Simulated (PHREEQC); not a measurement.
A made-up water analysis in mg/L, 25 °C, pH 6.47, pe -0.3:

```json
[
 {"constituent": "Na", "mg/L": "2.12"},
 {"constituent": "K", "mg/L": "0.062"},
 {"constituent": "Ca", "mg/L": "0.374"},
 {"constituent": "Mg", "mg/L": "0.259"},
 {"constituent": "Cl", "mg/L": "0.633"},
 {"constituent": "S(6) as SO4", "mg/L": "0.397"},
 {"constituent": "Alkalinity as HCO3", "mg/L": "6.62"},
 {"constituent": "B", "mg/L": "0.00038"},
 {"constituent": "Ba", "mg/L": "0.392"},
 {"constituent": "Si as SiO2", "mg/L": "0.0645"}
]
```

Valence states are taken as typed.

All values are PHREEQC results (ion-association model, phreeqc.dat), not measurements.

```tsv
quantity	before	after
CO2 (mol/kgw)	8.16e-5	0.000260
CO3-2 (mol/kgw)	1.57e-8	5.01e-9
H3SiO4- (mol/kgw)	4.74e-10	1.50e-10
HSO4- (mol/kgw)	1.30e-10	4.10e-10
MgOH+ (mol/kgw)	1.09e-10	3.45e-11
H2BO3- (mol/kgw)	6.05e-11	1.91e-11
SI of Quartz (SiO2)	-1.99	-1.99
```

Question: Which change was made?
(A) temperature from 25 to 10 °C at the same typed pH
(B) pH from 6.47 to 5.97 at the same alkalinity
(C) Cl from 0.633 to 0.317 mg/L

Answer: B, pH from 6.47 to 5.97 at the same alkalinity

Precipitation was switched off in this run.
